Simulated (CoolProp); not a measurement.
A simple Rankine cycle with R113: condensing at 321.15 K, boiler at 0.614 MPa, turbine inlet 390.3 K, turbine efficiency 0.8, pump efficiency 0.7, no recuperator. Each further row changes one setting.

The numbers come from the reference Helmholtz-energy equation of state, Marx 1992 in CoolProp.

```tsv
case	thermal efficiency (%)	net work (kJ/kg)	heat in (kJ/kg)	turbine exit temperature (K)	volume ratio over the turbine
as stated	11.3	21.0	186	350.9	6.10
turbine inlet 410.3 K	11.1	22.5	202	___	5.98
condensing temperature 313.15 K	12.5	___	193	345.8	7.94
boiler pressure 0.43 MPa	9.3	17.5	189	360.0	___
turbine efficiency 0.7	___	18.3	186	354.6	___
```

Q: Fill in the missing entries.

A: 
- turbine inlet 410.3 K, turbine exit temperature (K): 371.1
- condensing temperature 313.15 K, net work (kJ/kg): 24.1
- boiler pressure 0.43 MPa, volume ratio over the turbine: 4.15
- turbine efficiency 0.7, thermal efficiency (%): 9.8
- turbine efficiency 0.7, volume ratio over the turbine: 6.17
